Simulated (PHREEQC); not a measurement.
# Brine: speciation

Make-up at 25 °C: 0.22 mol H2SO4, 0.0065 mol H3BO3 and 0.083 mol KBr per kg of water. Closed to the air; pH follows from the charge balance.

Computed with PHREEQC (Pitzer model, pitzer.dat).

Precipitation was switched off in this run.

Question: Estimate the pH, density, activity of water.

Answer: pH 0.67; density 1.018 g/cm³; activity of water 0.989.

Question: In which forms is S present?

Answer: HSO4- 75 %, SO4-2 25 % of the S.

Species that the database lacks are ignored.
